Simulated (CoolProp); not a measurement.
The fluid at 293.15 K and 4.91 MPa is throttled through a valve to 1.82 MPa with no heat exchange. The same conditions are run with several fluids, on thermodynamics alone (safety and materials aside).

Model: reference Helmholtz-energy equation of state of each fluid (R125: Lemmon 2005; isobutane: Bücker 2006; R410A: Lemmon 2003; n-hexane: Thol 2019; dimethyl carbonate: Zhou 2011), in CoolProp. Blends and air are pseudo-pure fits.

### Question
Rank R125, isobutane, R410A, n-hexane, dimethyl carbonate by temperature change (K), highest first.

### Answer
n-hexane (+1.3), dimethyl carbonate (+1.0), isobutane (+0.9), R410A (-0.4), R125 (-0.5)

```
fluid               final density (kg/m³)
------------------  ---------------------
R125                                 1230
isobutane                             559
R410A                                1090
n-hexane                              660
dimethyl carbonate                   1070
```
